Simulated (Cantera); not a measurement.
An isothermal, constant-pressure homogeneous reactor starts with CH4 : O2 : N2 = 0.011 : 0.0044 : 1 (molar parts), equivalence ratio 5.0, at 975 K and 1.00 atm. Integrator tolerance rtol = 1e-08.

Computed with Cantera and GRI-Mech 3.0 (53 species, 325 reactions). Below about 1000 K GRI-Mech 3.0 lacks low-temperature oxidation paths.

Question: What does this change do: 0.0071 parts H2 added?

Answer: 
| quantity | before | after |
|---|---|---|
| x(CH4) at 20.0 s | 0.0108 (gas-phase equilibrium 0.00210) | 0.00770 (gas-phase equilibrium 0.00210) |
| x(O2) at 20.0 s | 0.00433 (gas-phase equilibrium <1e-12) | 0.000998 (gas-phase equilibrium <1e-12) |
| x(CH2) at 20.0 s | <1e-12 (gas-phase equilibrium <1e-12) | <1e-12 (gas-phase equilibrium <1e-12) |
| x(HCN) at 20.0 s | <1e-12 (gas-phase equilibrium 4.24e-5) | <1e-12 (gas-phase equilibrium 2.59e-5) |
| x(C2H6) at 20.0 s | 5.76e-7 (gas-phase equilibrium 3.61e-8) | 4.69e-5 (gas-phase equilibrium 2.61e-8) |
| x(C2H4) at 20.0 s | 8.47e-9 (gas-phase equilibrium 4.97e-7) | 0.000268 (gas-phase equilibrium 2.59e-7) |
